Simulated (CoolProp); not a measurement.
Acetone along the isotherm 550 K: density (kg/m³) from the reference equation and from simpler models built on Tc = 508.1 K, pc = 46.92 bar, ω = 0.307; each cubic takes its own stable root.

Computed with CoolProp (reference Helmholtz-energy equation of state, Lemmon 2006). It is a short technical equation, of lower accuracy than the large ones.

```json
[
 {"p (bar)": "7.33", "phase": "gas", "reference": "9.773"},
 {"p (bar)": "14.7", "phase": "gas", "reference": "20.67"},
 {"p (bar)": "22", "phase": "gas", "reference": "32.78"},
 {"p (bar)": "29.3", "phase": "gas", "reference": "46.56"},
 {"p (bar)": "36.7", "phase": "gas", "reference": "62.79"},
 {"p (bar)": "44", "phase": "gas", "reference": "81.85"},
 {"p (bar)": "51.3", "phase": "supercritical", "reference": "105.3"},
 {"p (bar)": "58.7", "phase": "supercritical", "reference": "136.1"},
 {"p (bar)": "66", "phase": "supercritical", "reference": "178.1"},
 {"p (bar)": "73.3", "phase": "supercritical", "reference": "237.2"},
 {"p (bar)": "80.7", "phase": "supercritical", "reference": "300.5"},
 {"p (bar)": "88", "phase": "supercritical", "reference": "343.9"},
 {"p (bar)": "95.3", "phase": "supercritical", "reference": "372.7"},
 {"p (bar)": "103", "phase": "supercritical", "reference": "394.6"},
 {"p (bar)": "110", "phase": "supercritical", "reference": "410.1"},
 {"p (bar)": "117", "phase": "supercritical", "reference": "422.9"}
]
```

How far does each simpler model (van der Waals, Soave-Redlich-Kwong) lie from the reference over these 16 states: mean and median of the absolute difference, and the worst?


- van der Waals: mean 12.7 %, median 5.6 %, worst -32.2 % at 550 K and 117 bar
- Soave-Redlich-Kwong: mean 13.7 %, median 9.8 %, worst -27.4 % at 550 K and 95.3 bar
